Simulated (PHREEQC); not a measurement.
Model water analysis in mg/L, 64 °C, pH 3, pe 11.1: Na 95.2; K 7.26; Ca 55.8; Mg 0.0717; Cl 62.9; S(6) as SO4 358; Zn 1.12; Fe(3) 0.19; Br 0.493; Cd 0.106; Mn(2) 4.81; Cu(2) 0.0764.

Cl is adjusted to close the charge balance.
Valence states are taken as typed.

Equilibrium calculation in PHREEQC: ion-association model, phreeqc.dat.

The ionic strength is 0.0118 mol/kgw. The specific conductance is 2420 µS/cm and the total alkalinity comes out as -1.63 meq/kg.

| species | molality | activity | log γ |
|---|---|---|---|
| Na+ | 0.00410 | 0.00364 | -0.051 |
| SO4-2 | 0.00285 | 0.00178 | -0.203 |
| Cl- | 0.00150 | 0.00133 | -0.053 |
| H+ | 0.00111 | 0.00100 | -0.045 |
| Ca+2 | 0.00110 | 0.000696 | -0.200 |
| HSO4- | 0.000513 | 0.000455 | -0.052 |
| CaSO4 | 0.000285 | 0.000286 | 0.001 |
| K+ | 0.000182 | 0.000161 | -0.053 |
| Mn+2 | 6.29e-5 | 4.00e-5 | -0.196 |
| NaSO4- | 4.55e-5 | 4.05e-5 | -0.050 |
| MnSO4 | 2.45e-5 | 2.45e-5 | 0.001 |
| Zn+2 | 1.26e-5 | 7.92e-6 | -0.202 |
| Br- | 6.17e-6 | 5.45e-6 | -0.054 |

No solid was allowed to form. The solution is supersaturated, for example in Hematite (slow to form), Goethite (slow to form), so a real one may precipitate; this is no full list. At this temperature some constants are extrapolated from 25 °C, and those without enthalpy data are left unchanged.
